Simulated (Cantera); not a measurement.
Charge: 1 mol CS₂, a varied amount of H₂, held at 1000 Pa.

Points: T (K) = 698, 748, 798, 848, 898, 948, 998, 1048, 1098, 1148, 1198, 1248; n(H2) (mol) = 0.038, 0.068, 0.12, 0.21, 0.38, 0.68, 1.2.

Cantera's Mixture.equilibrate('TP', solver="vcs", rtol=1e-11, max_steps=5000) on the NASA tables stopped like this:

```
ERROR: FAILURE its = 5001!

*******************************************************************************
CanteraError thrown by MultiPhase::equilibrate:
VCS solver failed. Return code: -1
*******************************************************************************
```

Task: What got this run through?

Result: Several could match; the one computed here: The failure is numerical, not chemical. The same input converged with solver="gibbs", rtol=1e-10, max_steps=50000, and the result passed a check of the equilibrium conditions:
```
    698      0.038  C(gr)
    698      0.068  C(gr)
    698       0.12  C(gr)
    698       0.21  C(gr)
    698       0.38  C(gr)
    698       0.68  C(gr)
    698        1.2  C(gr)
    748      0.038  C(gr)
    748      0.068  C(gr)
    748       0.12  C(gr)
    748       0.21  C(gr)
    748       0.38  C(gr)
    748       0.68  C(gr)
    748        1.2  C(gr)
    798      0.038  C(gr)
    798      0.068  C(gr)
    798       0.12  C(gr)
    798       0.21  C(gr)
    798       0.38  C(gr)
    798       0.68  C(gr)
    798        1.2  C(gr)
    848      0.038  C(gr)
    848      0.068  C(gr)
    848       0.12  C(gr)
    848       0.21  C(gr)
    848       0.38  C(gr)
    848       0.68  C(gr)
    848        1.2  C(gr)
    898      0.038  C(gr)
    898      0.068  C(gr)
    898       0.12  C(gr)
    898       0.21  C(gr)
    898       0.38  C(gr)
    898       0.68  C(gr)
    898        1.2  C(gr)
    948      0.038  C(gr)
    948      0.068  C(gr)
    948       0.12  C(gr)
    948       0.21  C(gr)
    948       0.38  C(gr)
    948       0.68  C(gr)
    948        1.2  C(gr)
    998      0.038  C(gr)
    998      0.068  C(gr)
    998       0.12  C(gr)
    998       0.21  C(gr)
    998       0.38  C(gr)
    998       0.68  C(gr)
    998        1.2  C(gr)
   1048      0.038  C(gr)
   1048      0.068  C(gr)
   1048       0.12  C(gr)
   1048       0.21  C(gr)
   1048       0.38  C(gr)
   1048       0.68  C(gr)
   1048        1.2  C(gr)
   1098      0.038  C(gr)
   1098      0.068  C(gr)
   1098       0.12  C(gr)
   1098       0.21  C(gr)
   1098       0.38  C(gr)
   1098       0.68  C(gr)
   1098        1.2  C(gr)
   1148      0.038  C(gr)
   1148      0.068  C(gr)
   1148       0.12  C(gr)
   1148       0.21  C(gr)
   1148       0.38  C(gr)
   1148       0.68  C(gr)
   1148        1.2  C(gr)
   1198      0.038  C(gr)
   1198      0.068  C(gr)
   1198       0.12  C(gr)
   1198       0.21  C(gr)
   1198       0.38  C(gr)
   1198       0.68  C(gr)
   1198        1.2  C(gr)
   1248      0.038  C(gr)
   1248      0.068  C(gr)
   1248       0.12  C(gr)
   1248       0.21  C(gr)
   1248       0.38  C(gr)
   1248       0.68  C(gr)
   1248        1.2  C(gr)
```

The gas is ideal and each condensed phase is pure.
